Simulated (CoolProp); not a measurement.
The fluid at 298.15 K and 14.7 MPa flows at 0.29 m/s in a round tube of 6 mm bore and 1.5 µm roughness, fully developed (64/Re and Nu = 3.66 if laminar; Colebrook and Gnielinski if turbulent). The same conditions are run with several fluids, on thermodynamics alone (safety and materials aside).

Values from CoolProp's reference Helmholtz-energy equation of state of each fluid (CH2F2 (R32): Tillner-Roth 1997; R227EA: Lemmon 2016; R142b: Lemmon 2006; R152A: Outcalt 1996; sulfur hexafluoride: Guder 2009).

Question: Rank CH2F2 (R32), R227EA, R142b, R152A, sulfur hexafluoride by Reynolds number, highest first.

Answer: sulfur hexafluoride (14300), CH2F2 (R32) (12900), R152A (8240), R227EA (8060), R142b (7290)

```json
[
 {"fluid": "CH2F2 (R32)", "Darcy friction factor": "0.0293", "pressure drop (Pa/m)": "210", "heat-transfer coefficient (W/(m² K))": "1330", "mass flow (kg/h)": "30.2"},
 {"fluid": "R227EA", "Darcy friction factor": "0.0331", "pressure drop (Pa/m)": "341", "heat-transfer coefficient (W/(m² K))": "649", "mass flow (kg/h)": "43.5"},
 {"fluid": "R142b", "Darcy friction factor": "0.0340", "pressure drop (Pa/m)": "275", "heat-transfer coefficient (W/(m² K))": "697", "mass flow (kg/h)": "34.1"},
 {"fluid": "R152A", "Darcy friction factor": "0.0329", "pressure drop (Pa/m)": "217", "heat-transfer coefficient (W/(m² K))": "881", "mass flow (kg/h)": "27.8"},
 {"fluid": "sulfur hexafluoride", "Darcy friction factor": "0.0286", "pressure drop (Pa/m)": "315", "heat-transfer coefficient (W/(m² K))": "849", "mass flow (kg/h)": "46.4"}
]
```

Transport values come from each fluid's own correlations; those of CH2F2 (R32), R227EA, R142b, R152A are estimates that may be off by 10 % or more.
